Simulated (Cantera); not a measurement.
Input: 1 mol C2H4, 0.28 mol NH3, held at 1325 K and 23.0 Pa.

Cantera equilibrium calculation (NASA polynomials, part measured and part estimated; ideal gas, pure solids and liquids). Candidate condensed phases: C, C6H6, C7H8, C8H18; 92 gas species. Equilibrium is a limit: real reactors are often held back by kinetics, nucleation or transport.

**Question.** What is the equilibrium state?

**Answer.** 
```
Item                Value
--------------  ---------
x(H2)               0.945
x(N2)              0.0547
x(H)             0.000105
x(HCN)            5.93e-5
x(CH4)            1.38e-6
n(C(graphite))   2.00 mol
gas amount      2.560 mol
```
